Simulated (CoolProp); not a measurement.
Vapour-liquid equilibrium of n-octane (1) + o-xylene (2) at 423.2 K; x and y are mole fractions of (1).

Computed with CoolProp (multi-fluid Helmholtz-energy mixture model, Beckmüller 2019 and Zhou 2012; pair parameters Bell 2016).

```csv
x,"bubble pressure, mixture model (kPa)","bubble pressure, Raoult's law (kPa)","y, mixture model","y, Raoult's law"
0.05,121.9,121.1,0.082,0.079
0.15,130.3,128.4,0.227,0.223
0.25,138.3,135.8,0.353,0.351
0.35,145.9,143.1,0.463,0.466
0.45,153.3,150.4,0.563,0.570
0.55,160.4,157.7,0.654,0.665
0.65,167.3,165.0,0.739,0.751
0.75,174.1,172.3,0.818,0.830
0.85,180.8,179.6,0.893,0.902
0.95,187.3,186.9,0.965,0.969
```

The largest gap from Raoult's law is +2.0 % in bubble pressure, at x = 0.35. No azeotrope shows between x = 0.05 and 0.95.

The pair parameters rest on a limited set of measurements; away from them the model extrapolates.
